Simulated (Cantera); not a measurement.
What does this Cantera script print?

```python
import numpy as np
import cantera as ct

gas = ct.Solution("gri30.yaml")
gas.TPX = 625, 101325, {'H2': 1, 'O2': 0.278, 'N2': 1.04, 'H2O': 0.13}
inlet = ct.Reservoir(gas, clone=True)
gas.equilibrate("HP")  # start burning
reactor = ct.IdealGasConstPressureReactor(gas, energy="on", clone=False)
exhaust = ct.Reservoir(gas, clone=True)
tau = [0.046, 0.018, 0.0069, 0.0027, 0.001, 0.00041, 0.00016, 6.2e-05, 2.4e-05, 9.3e-06][0]
for a, b in ((inlet, reactor), (reactor, exhaust)):
    ct.MassFlowController(a, b, mdot=lambda t: reactor.mass / tau)
net = ct.ReactorNet([reactor])
show = ['H2', 'O2', 'H2O', 'NO', 'H2O2', 'NO2', 'N2O']

rows = []
print(f"{'tau/s':>10s}{'T/K':>9s}" + "".join(f"{s:>11s}" for s in show))
for tau in [0.046, 0.018, 0.0069, 0.0027, 0.001, 0.00041, 0.00016, 6.2e-05, 2.4e-05, 9.3e-06]:
    net.initial_time = 0.0
    net.advance(30 * tau)
    before = gas.X
    net.advance(40 * tau)
    drift = np.max(np.abs(gas.X - before) / (gas.X + 1e-9))
    rows.append([gas.T, *gas[show].X, drift])
    print(f"{tau:10.3e}{gas.T:9.1f}" + "".join(f"{x:11.3e}" for x in gas[show].X))
```

Result:

```
     tau/s      T/K         H2         O2        H2O         NO       H2O2        NO2        N2O
 4.600e-02   2250.3  2.016e-01  4.448e-05  3.133e-01  4.593e-05  9.618e-09  3.281e-10  2.837e-09
 1.800e-02   2232.4  2.005e-01  8.438e-05  3.122e-01  3.750e-05  1.717e-08  2.746e-10  2.968e-09
 6.900e-03   2201.6  1.985e-01  1.664e-04  3.103e-01  3.048e-05  3.203e-08  2.307e-10  3.253e-09
 2.700e-03   2154.4  1.955e-01  3.292e-04  3.075e-01  2.529e-05  5.807e-08  2.021e-10  3.750e-09
 1.000e-03   2080.1  1.911e-01  6.787e-04  3.031e-01  2.146e-05  1.089e-07  1.915e-10  4.618e-09
 4.100e-04   1987.4  1.857e-01  1.281e-03  2.978e-01  1.878e-05  1.977e-07  1.982e-10  5.717e-09
 1.600e-04   1861.3  1.791e-01  2.461e-03  2.908e-01  1.533e-05  3.907e-07  2.068e-10  7.045e-09
 6.200e-05   1708.0  1.733e-01  4.875e-03  2.815e-01  1.060e-05  7.881e-07  1.924e-10  8.288e-09
 2.400e-05   1533.1  1.771e-01  1.121e-02  2.652e-01  5.665e-06  1.409e-06  1.525e-10  9.478e-09
 9.300e-06    625.0  4.085e-01  1.136e-01  5.310e-02  4.544e-20  2.013e-17  6.312e-21  7.121e-22
```

Cantera simulation using GRI-Mech 3.0 (53 species, 325 reactions); the numbers are that mechanism's predictions, not measurements.
